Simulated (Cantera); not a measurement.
Input (Python, Cantera) and output of one run.

```python
import numpy as np
import cantera as ct

gas_names = [...]  # 95 gases of nasa_gas.yaml made of C, F, H
cond_names = """
    C(gr) C6H6(L) C7H8(L) C8H18(L),n-octa
""".split()


# ... load() reads the species with a 1 bar reference pressure and builds the phases ...
atoms = {
    'CF4': {'C': 1, 'F': 4},
    'F2': {'F': 2},
    'H2': {'H': 2},
}
top_T = {'C(gr)': 4500}  # K; cautious upper limits of use, not melting points


# ... equilibrate(T, P, feed) seeds the gas with the atoms and calls Mixture.equilibrate('TP', solver="vcs", rtol=1e-11, max_steps=5000) ...
results = []
feed = {'CF4': 1, 'F2': 0.85, 'H2': 15}  # mol
P = 1000  # Pa
for T in [1800, 1950, 2100, 2250, 2400, 2550, 2700, 2850]:
    mix = equilibrate(T, P, feed)
    results.append((T, P, feed, dict(zip(mix.species_names, mix.species_moles))))
    x = sorted(zip(gas.X, gas.species_names), reverse=True)
    print(f"T = {T:g} K  P = {P:g} Pa  gas = {mix.phase_moles(0):.4g} mol")
    print("   x: " + "  ".join(f"{s} {v:.3e}" for v, s in x if v > 0.001))
    print("   condensed (mol): " + ("  ".join(f"{mix.phase(i).name} {mix.phase_moles(i):.4g}"
          for i in range(1, mix.n_phases) if mix.phase_moles(i) > 1e-12) or "none"))
```

Result:

```
T = 1800 K  P = 1000 Pa  gas = 17.88 mol
   x: H2 6.781e-01  HF 3.189e-01  H 2.948e-03
   condensed (mol): C(gr) 0.9957
T = 1950 K  P = 1000 Pa  gas = 17.93 mol
   x: H2 6.724e-01  HF 3.178e-01  H 9.400e-03
   condensed (mol): C(gr) 0.9868
T = 2100 K  P = 1000 Pa  gas = 18.08 mol
   x: H2 6.585e-01  HF 3.153e-01  H 2.528e-02
   condensed (mol): C(gr) 0.9655
T = 2250 K  P = 1000 Pa  gas = 18.39 mol
   x: H2 6.291e-01  HF 3.099e-01  H 5.890e-02  C2H2,acetylene 2.106e-03
   condensed (mol): C(gr) 0.9219
T = 2400 K  P = 1000 Pa  gas = 19 mol
   x: H2 5.752e-01  HF 2.999e-01  H 1.206e-01  C2H2,acetylene 4.010e-03
   condensed (mol): C(gr) 0.844
T = 2550 K  P = 1000 Pa  gas = 20.05 mol
   x: H2 4.903e-01  HF 2.840e-01  H 2.184e-01  C2H2,acetylene 6.521e-03
   condensed (mol): C(gr) 0.7182
T = 2700 K  P = 1000 Pa  gas = 21.68 mol
   x: H2 3.771e-01  H 3.489e-01  HF 2.621e-01  C2H2,acetylene 8.891e-03
   condensed (mol): C(gr) 0.5007
T = 2850 K  P = 1000 Pa  gas = 23.93 mol
   x: H 4.897e-01  H2 2.535e-01  HF 2.359e-01  C2H2,acetylene 9.178e-03  C3 5.105e-03  C2H 2.428e-03  F 2.119e-03  C 1.082e-03
   condensed (mol): none
```

Method: chemical equilibrium by Gibbs-energy minimisation in Cantera with the NASA 1993 tables (ideal gas, pure condensed phases).
